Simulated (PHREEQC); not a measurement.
**Alkaline etch or developer (model solution)**

Dissolve 0.43 mol/kgw KOH, 0.00086 mol/kgw H3BO3 and 0.0014 mol/kgw Na2CO3 at 20 °C. Closed to the air; pH follows from the charge balance.

Equilibrium calculation in PHREEQC: ion-association model, wateq4f.dat.

Each row changes one thing in this solution. Precipitation was switched off in this run.

```json
[
 {"case": "as made", "pH": "13.62", "ionic strength (mol/kgw)": "0.434", "HCO3- (mol/kgw)": "2.74e-7", "NaHCO3 (mol/kgw)": "1.95e-10", "SI of Natron (Na2CO3:10H2O)": "-7.43", "SI of Nahcolite (NaHCO3)": "-8.82"},
 {"case": "0.24 mol/kgw H2SO4 added", "pH": "2.03", "ionic strength (mol/kgw)": "0.523", "HCO3- (mol/kgw)": "1.01e-7", "NaHCO3 (mol/kgw)": "6.07e-11", "SI of Natron (Na2CO3:10H2O)": "-19.56", "SI of Nahcolite (NaHCO3)": "-9.32"},
 {"case": "H3BO3 left out", "pH": "13.62", "ionic strength (mol/kgw)": "0.434", "HCO3- (mol/kgw)": "2.74e-7", "NaHCO3 (mol/kgw)": "1.95e-10", "SI of Natron (Na2CO3:10H2O)": "-7.43", "SI of Nahcolite (NaHCO3)": "-8.82"},
 {"case": "H3BO3 replaced by HBF4 at the same molality", "pH": "13.61", "ionic strength (mol/kgw)": "0.434", "HCO3- (mol/kgw)": "2.77e-7", "NaHCO3 (mol/kgw)": "1.96e-10", "SI of Natron (Na2CO3:10H2O)": "-7.43", "SI of Nahcolite (NaHCO3)": "-8.82"},
 {"case": "0.59 mol/kgw HF added", "pH": "3.71", "ionic strength (mol/kgw)": "0.433", "HCO3- (mol/kgw)": "4.63e-6", "NaHCO3 (mol/kgw)": "3.05e-9", "SI of Natron (Na2CO3:10H2O)": "-16.18", "SI of Nahcolite (NaHCO3)": "-7.63"},
 {"case": "temperature from 20 to 65 °C", "pH": "12.35", "ionic strength (mol/kgw)": "0.434", "HCO3- (mol/kgw)": "2.52e-6", "NaHCO3 (mol/kgw)": "1.64e-9", "SI of Natron (Na2CO3:10H2O)": "-9.12", "SI of Nahcolite (NaHCO3)": "-8.27"},
 {"case": "Na2CO3 from 0.0014 to 0.0021 mol/kgw", "pH": "13.62", "ionic strength (mol/kgw)": "0.436", "HCO3- (mol/kgw)": "4.09e-7", "NaHCO3 (mol/kgw)": "4.35e-10", "SI of Natron (Na2CO3:10H2O)": "-6.91", "SI of Nahcolite (NaHCO3)": "-8.47"}
]
```

Constants without temperature data keep their 25 °C values here.
